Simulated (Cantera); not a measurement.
An isothermal, constant-pressure homogeneous reactor starts with CH4 : H2 : H = 0.024 : 0.14 : 0.0081 (molar parts), at 2550 K and 0.0132 atm.

Detailed kinetics in Cantera: GRI-Mech 3.0 (53 species, 325 reactions). GRI-Mech 3.0 stops at C3 and has no aromatics, soot or wall deposition, so with more carbon than oxygen in the feed, carbon stays in small species such as C2H2 where larger ones or solid carbon would form. Radical loss at walls, strong at low pressure, is not modelled.

One state of this run: x CH4 = 2.22e-6; x H2 = 0.715; x H = 0.230; x C2H2 = 0.0538; x C2H6 = <1e-12; x C2H = 0.00138. x: mole fraction; the columns are a selection and need not sum to one.

**Question.** Which value of t (s) does it belong to?
(A) 0.000260
(B) 31.1
(C) 0.0529
(D) 0.00218

**Answer.** B, 31.1
